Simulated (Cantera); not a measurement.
# Equilibrium for boron, boron nitride and boron oxide: borazine + H2 + N2

Input: 1 mol borazine, 2.9 mol H2, 3.5 mol N2, equilibrated at 850 °C and 0.290 bar.

Method: chemical equilibrium by Gibbs-energy minimisation in Cantera with the NASA 1993 tables (ideal gas, pure condensed phases). Candidate condensed phases: B, BN; 15 gas species. The feed counts by its element totals alone. Kinetics and transport are ignored.

- x(H2) = 0.628
- x(N2) = 0.372
- x(NH3) = 2.47e-5
- n(BN(s)) = 3.00 mol
- gas amount = 9.400 mol
- log10 activity of B(s) (absent) = -6.57
